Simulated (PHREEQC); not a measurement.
Solution (25 °C): 19 mmol/kgw HF, 32 mmol/kgw H2SiF6 and 8.2 mmol/kgw H3BO3. Closed to the air; pH follows from the charge balance.

All values are PHREEQC results (ion-association model, wateq4f.dat), not measurements.

Each row changes one thing in this solution. This is a speciation only: nothing precipitates in the calculation.

```json
[
 {"case": "as made", "pH": "1.26", "ionic strength (mol/kgw)": "0.0962", "SiF6-2 (mol/kgw)": "0.0301", "HF (mol/kgw)": "0.00696", "H4SiO4 (mol/kgw)": "0.00193", "H2F2 (mol/kgw)": "0.000129", "SI of SiO2(a) (SiO2)": "+0.01"},
 {"case": "temperature from 25 to 35 °C", "pH": "1.27", "ionic strength (mol/kgw)": "0.0947", "SiF6-2 (mol/kgw)": "0.0294", "HF (mol/kgw)": "0.00915", "H4SiO4 (mol/kgw)": "0.00258", "H2F2 (mol/kgw)": "0.000154", "SI of SiO2(a) (SiO2)": "[?]"},
 {"case": "0.0028 mol/kgw NaCl added", "pH": "1.26", "ionic strength (mol/kgw)": "0.0990", "SiF6-2 (mol/kgw)": "0.0301", "HF (mol/kgw)": "0.00694", "H4SiO4 (mol/kgw)": "0.00192", "H2F2 (mol/kgw)": "0.000129", "SI of SiO2(a) (SiO2)": "+0.01"},
 {"case": "H3BO3 from 0.0082 to 0.082 mol/kgw", "pH": "[?]", "ionic strength (mol/kgw)": "0.0784", "SiF6-2 (mol/kgw)": "0.0173", "HF (mol/kgw)": "0.00448", "H4SiO4 (mol/kgw)": "0.0147", "H2F2 (mol/kgw)": "5.34e-5", "SI of SiO2(a) (SiO2)": "+0.89"},
 {"case": "0.06 mol/kgw H2SeO4 added", "pH": "0.94", "ionic strength (mol/kgw)": "0.193", "SiF6-2 (mol/kgw)": "0.0298", "HF (mol/kgw)": "0.00814", "H4SiO4 (mol/kgw)": "0.00223", "H2F2 (mol/kgw)": "0.000180", "SI of SiO2(a) (SiO2)": "+0.08"},
 {"case": "H3BO3 from 0.0082 to 0.0164 mol/kgw", "pH": "1.27", "ionic strength (mol/kgw)": "0.0931", "SiF6-2 (mol/kgw)": "0.0278", "HF (mol/kgw)": "0.00602", "H4SiO4 (mol/kgw)": "0.00424", "H2F2 (mol/kgw)": "9.63e-5", "SI of SiO2(a) (SiO2)": "+0.35"},
 {"case": "H3BO3 from 0.0082 to 0.041 mol/kgw", "pH": "1.28", "ionic strength (mol/kgw)": "0.0860", "SiF6-2 (mol/kgw)": "0.0227", "HF (mol/kgw)": "0.00509", "H4SiO4 (mol/kgw)": "0.00928", "H2F2 (mol/kgw)": "6.88e-5", "SI of SiO2(a) (SiO2)": "+0.69"},
 {"case": "temperature from 25 to 70 °C", "pH": "1.31", "ionic strength (mol/kgw)": "0.0863", "SiF6-2 (mol/kgw)": "[?]", "HF (mol/kgw)": "0.0238", "H4SiO4 (mol/kgw)": "0.00571", "H2F2 (mol/kgw)": "0.000262", "SI of SiO2(a) (SiO2)": "+0.16"},
 {"case": "H3BO3 left out", "pH": "1.27", "ionic strength (mol/kgw)": "0.0963", "SiF6-2 (mol/kgw)": "0.0320", "HF (mol/kgw)": "0.0172", "H4SiO4 (mol/kgw)": "8.62e-6", "H2F2 (mol/kgw)": "0.000784", "SI of SiO2(a) (SiO2)": "-2.34"}
]
```

**Question.** What belongs in the gaps?

**Answer.** 
- temperature from 25 to 35 °C, SI of SiO2(a) (SiO2): +0.06
- H3BO3 from 0.0082 to 0.082 mol/kgw, pH: 1.29
- temperature from 25 to 70 °C, SiF6-2 (mol/kgw): 0.0263

Species that the database lacks are ignored. Some of these states are supersaturated (in Quartz (slow to form), Chalcedony (slow to form), SiO2(a), for instance). Constants without temperature data keep their 25 °C values here. SiF6-2 is the database's only silicon fluoride. Real BF4- forms and hydrolyses slowly; the run takes it at equilibrium.
